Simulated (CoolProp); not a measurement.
A Linde-Hampson liquefier for ethane: isothermal reversible compression at 320 K from 1 atm to 15 MPa, throttling to 1 atm, return gas leaving the recuperator 0 K below the feed. Each further row changes one setting.

Computed with CoolProp (reference Helmholtz-energy equation of state, Bücker 2006).

| case | liquid yield per pass | compression work (kJ/kg of gas) |
|---|---|---|
| as stated | 0.457 | 353 |
| high pressure 30 MPa | [?] | [?] |
| warm-end temperature 350 K | 0.359 | [?] |
| warm-end gap 5 K | 0.450 | 353 |

Problem. What belongs in the gaps?

Solution. 
- high pressure 30 MPa, liquid yield per pass: 0.467
- high pressure 30 MPa, compression work (kJ/kg of gas): 390
- warm-end temperature 350 K, compression work (kJ/kg of gas): 414
